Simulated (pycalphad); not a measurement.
Computed with pycalphad from the COST 507 light-alloy database (1999), at 1 atm. The data set is of 1999 and partly superseded.

Problem. Which phases does Sn-71 at.% Zr hold at 850 K, with what compositions and amounts?

Solution. SN3ZR5 with 62.5 at.% Zr and SNZR4 with 80.0 at.% Zr. The lever rule gives (71 − 62.5)/(80.0 − 62.5) = 0.49 of SNZR4 and 0.51 of SN3ZR5.

Problem. Which phases does Sn-5 at.% Zr hold at 875 K, with what compositions and amounts?

Solution. liquid with 2.6 at.% Zr and SN2ZR with 33.3 at.% Zr. The lever rule gives (5 − 2.6)/(33.3 − 2.6) = 0.08 of SN2ZR and 0.92 of liquid.

Problem. Which phases does Sn-91 at.% Zr hold at 625 K, with what compositions and amounts?

Solution. SNZR4 with 80.0 at.% Zr and hcp with 99.98 at.% Zr. The lever rule gives (91 − 80.0)/(100.0 − 80.0) = 0.55 of hcp and 0.45 of SNZR4.

Problem. Which phases does Sn-73 at.% Zr hold at 1825 K, with what compositions and amounts?

Solution. SN3ZR5 with 62.5 at.% Zr and bcc with 85.2 at.% Zr. The lever rule gives (73 − 62.5)/(85.2 − 62.5) = 0.46 of bcc and 0.54 of SN3ZR5.

Database names, with the compositions (at.%) that they take in these runs: SN3ZR5: Zr 62 Sn 38; SNZR4: Zr 80 Sn 20; SN2ZR: Sn 67 Zr 33.
